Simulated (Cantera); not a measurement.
Standard-state values (1 bar) from the NASA 1993 polynomials, evaluated with Cantera. Values are per mole of reaction as written; species without (g) are pure solids or liquids, kept so even where they would boil at 1 bar.

Between 1123 and 1573 K, where is each reaction favourable under standard conditions?
- 4 CsOH → 2 H₂O(g) + 4 Cs(g) + O₂(g)


- 4 CsOH → 2 H₂O(g) + 4 Cs(g) + O₂(g): ΔG° is 629 kJ at 1123 K and 356 kJ at 1573 K; it stays positive (K < 1). ΔH° is 1282 kJ and ΔS° 589 J/K at 1573 K.
